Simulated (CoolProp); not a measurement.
Vapour-liquid equilibrium of C2F6 (R116) (1) + R143a (2) at -17.85 °C; x and y are mole fractions of (1).

The numbers come from the multi-fluid Helmholtz-energy mixture model, Lemmon 2006 and Lemmon and Jacobsen 2000; pair parameters Bell 2016 in CoolProp.

```json
[
 {"x": "0.05", "bubble pressure, mixture model (MPa)": "0.4396", "bubble pressure, Raoult's law (MPa)": "0.3798", "y, mixture model": "0.238", "y, Raoult's law": "0.147"},
 {"x": "0.15", "bubble pressure, mixture model (MPa)": "0.6036", "bubble pressure, Raoult's law (MPa)": "0.4574", "y, mixture model": "0.471", "y, Raoult's law": "0.366"},
 {"x": "0.25", "bubble pressure, mixture model (MPa)": "0.7286", "bubble pressure, Raoult's law (MPa)": "0.5350", "y, mixture model": "0.586", "y, Raoult's law": "0.522"},
 {"x": "0.35", "bubble pressure, mixture model (MPa)": "0.8233", "bubble pressure, Raoult's law (MPa)": "0.6126", "y, mixture model": "0.656", "y, Raoult's law": "0.638"},
 {"x": "0.45", "bubble pressure, mixture model (MPa)": "0.8965", "bubble pressure, Raoult's law (MPa)": "0.6903", "y, mixture model": "0.707", "y, Raoult's law": "0.728"},
 {"x": "0.55", "bubble pressure, mixture model (MPa)": "0.9555", "bubble pressure, Raoult's law (MPa)": "0.7679", "y, mixture model": "0.749", "y, Raoult's law": "0.800"},
 {"x": "0.65", "bubble pressure, mixture model (MPa)": "1.006", "bubble pressure, Raoult's law (MPa)": "0.8455", "y, mixture model": "0.789", "y, Raoult's law": "0.859"},
 {"x": "0.75", "bubble pressure, mixture model (MPa)": "1.049", "bubble pressure, Raoult's law (MPa)": "0.9231", "y, mixture model": "0.833", "y, Raoult's law": "0.908"},
 {"x": "0.85", "bubble pressure, mixture model (MPa)": "1.086", "bubble pressure, Raoult's law (MPa)": "1.001", "y, mixture model": "0.886", "y, Raoult's law": "0.949"},
 {"x": "0.95", "bubble pressure, mixture model (MPa)": "1.112", "bubble pressure, Raoult's law (MPa)": "1.078", "y, mixture model": "0.956", "y, Raoult's law": "0.984"}
]
```

The largest gap from Raoult's law is +36.2 % in bubble pressure, at x = 0.25. No azeotrope shows between x = 0.05 and 0.95.

The pair parameters rest on a limited set of measurements; away from them the model extrapolates.
